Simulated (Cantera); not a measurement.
A perfectly stirred reactor is fed with CH4 : CO : O2 : N2 = 1 : 0.15 : 2.77 : 10.4 (molar parts), equivalence ratio 0.75, at 9750 Torr; it is adiabatic with a 800 K inlet, and is followed from long to short residence time, starting on the burning branch (τ in s: 0.028, 0.014, 0.0069, 0.0035, 0.0017, 0.00087, 0.00044, 0.00022, 0.00011, 5.5e-05).

Computed with Cantera and GRI-Mech 3.0 (53 species, 325 reactions). The pressure lies above the range GRI-Mech 3.0 was tuned for (to about 10 atm).

x: mole fraction; the columns are a selection and need not sum to one.

```json
[
 {"τ (s)": "0.028", "T (K)": "2305", "x CH4": "[?]", "x CO": "0.00127", "x O2": "0.0467", "x O": "0.000312", "x CH2O": "1.59e-7", "x CO2": "0.0793", "x H": "5.55e-5"},
 {"τ (s)": "0.014", "T (K)": "2306", "x CH4": "[?]", "x CO": "0.00132", "x O2": "0.0473", "x O": "0.000321", "x CH2O": "3.14e-7", "x CO2": "0.0793", "x H": "5.76e-5"},
 {"τ (s)": "0.0069", "T (K)": "2307", "x CH4": "[?]", "x CO": "0.00141", "x O2": "0.0478", "x O": "0.000333", "x CH2O": "6.25e-7", "x CO2": "0.0792", "x H": "6.11e-5"},
 {"τ (s)": "0.0035", "T (K)": "2307", "x CH4": "[?]", "x CO": "0.00157", "x O2": "0.0482", "x O": "0.000351", "x CH2O": "1.20e-6", "x CO2": "0.0790", "x H": "6.68e-5"},
 {"τ (s)": "0.0017", "T (K)": "2304", "x CH4": "[?]", "x CO": "0.00188", "x O2": "0.0486", "x O": "0.000381", "x CH2O": "2.38e-6", "x CO2": "0.0786", "x H": "7.83e-5"},
 {"τ (s)": "0.00087", "T (K)": "2299", "x CH4": "[?]", "x CO": "0.00241", "x O2": "0.0489", "x O": "0.000432", "x CH2O": "4.36e-6", "x CO2": "0.0781", "x H": "9.87e-5"},
 {"τ (s)": "0.00044", "T (K)": "2290", "x CH4": "[?]", "x CO": "0.00331", "x O2": "0.0494", "x O": "0.000520", "x CH2O": "7.82e-6", "x CO2": "0.0771", "x H": "0.000138"},
 {"τ (s)": "0.00022", "T (K)": "2274", "x CH4": "[?]", "x CO": "0.00480", "x O2": "0.0502", "x O": "0.000666", "x CH2O": "1.37e-5", "x CO2": "0.0754", "x H": "0.000211"},
 {"τ (s)": "0.00011", "T (K)": "2249", "x CH4": "[?]", "x CO": "0.00708", "x O2": "0.0515", "x O": "0.000886", "x CH2O": "2.33e-5", "x CO2": "0.0729", "x H": "0.000340"},
 {"τ (s)": "5.5e-5", "T (K)": "2214", "x CH4": "[?]", "x CO": "0.0105", "x O2": "0.0534", "x O": "0.00118", "x CH2O": "3.95e-5", "x CO2": "0.0692", "x H": "0.000549"}
]
```

Question: Some entries are withheld; supply them.

Answer: 
- 0.028, x CH4: 9.48e-7
- 0.014, x CH4: 1.86e-6
- 0.0069, x CH4: 3.67e-6
- 0.0035, x CH4: 7.02e-6
- 0.0017, x CH4: 1.38e-5
- 0.00087, x CH4: 2.50e-5
- 0.00044, x CH4: 4.44e-5
- 0.00022, x CH4: 7.72e-5
- 0.00011, x CH4: 0.000132
- 5.5e-5, x CH4: 0.000228
